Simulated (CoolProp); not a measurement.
Vapour-liquid equilibrium of benzene (1) + n-dodecane (2) at 0.423 MPa; x and y are mole fractions of (1).

Values from CoolProp's multi-fluid Helmholtz-energy mixture model, Thol 2012 and Lemmon 2004; pair parameters Bell 2016.

```json
[
 {"x": "0.05", "bubble temperature (K)": "546.0", "y at the bubble point": "0.224", "dew temperature at overall composition x (K)": "557.0", "liquid density (mol/L)": "3.243"},
 {"x": "0.2", "bubble temperature (K)": "502.2", "y at the bubble point": "0.710", "dew temperature at overall composition x (K)": "547.6", "liquid density (mol/L)": "3.888"},
 {"x": "0.35", "bubble temperature (K)": "467.9", "y at the bubble point": "0.894", "dew temperature at overall composition x (K)": "537.1", "liquid density (mol/L)": "4.577"},
 {"x": "0.5", "bubble temperature (K)": "445.5", "y at the bubble point": "0.955", "dew temperature at overall composition x (K)": "524.8", "liquid density (mol/L)": "5.333"},
 {"x": "0.65", "bubble temperature (K)": "430.4", "y at the bubble point": "0.980", "dew temperature at overall composition x (K)": "509.6", "liquid density (mol/L)": "6.232"},
 {"x": "0.8", "bubble temperature (K)": "419.4", "y at the bubble point": "0.992", "dew temperature at overall composition x (K)": "488.4", "liquid density (mol/L)": "7.377"},
 {"x": "0.95", "bubble temperature (K)": "410.6", "y at the bubble point": "0.998", "dew temperature at overall composition x (K)": "448.0", "liquid density (mol/L)": "8.931"}
]
```

No azeotrope shows between x = 0.05 and 0.95.

The pair parameters rest on a limited set of measurements; away from them the model extrapolates.
